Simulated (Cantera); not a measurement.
Charge: 1 mol BaF2, 1.2 mol O2, 3.7 mol N2, at 0.0195 Torr.

Method: chemical equilibrium by Gibbs-energy minimisation in Cantera with the NASA 1993 tables (ideal gas, pure condensed phases). Candidate condensed phases: Ba, BaF2, BaO; 20 gas species. The numbers say what is thermodynamically allowed, not how fast it happens. All values below are at 1350 °C.

Base state: N2 0.626, O2 0.201, BaF2 0.169, NO 0.00186, O 0.00167, F 4.32e-5, BaF 4.32e-5 (mole fractions); condensed: gas only.

What changes in the equilibrium state with this change: O2 from 1.2 to 0.17 mol?


```json
[
 {"species": "N2", "before": "0.626", "after": "0.759"},
 {"species": "BaF2", "before": "0.169", "after": "0.205"},
 {"species": "O2", "before": "0.201", "after": "0.0341"},
 {"species": "O", "before": "0.00167", "after": "0.000689"},
 {"species": "NO", "before": "0.00186", "after": "0.000844"},
 {"species": "BaF", "before": "4.32e-5", "after": "4.76e-5"},
 {"species": "F", "before": "4.32e-5", "after": "4.76e-5"}
]
```

What changes in the equilibrium state with this change: O2 from 1.2 to 0.35 mol?


```csv
species,before,after
N2,0.626,0.732
BaF2,0.169,0.198
O2,0.201,0.0682
O,0.00167,0.000974
NO,0.00186,0.00117
F,4.32e-5,4.67e-5
BaF,4.32e-5,4.67e-5
```
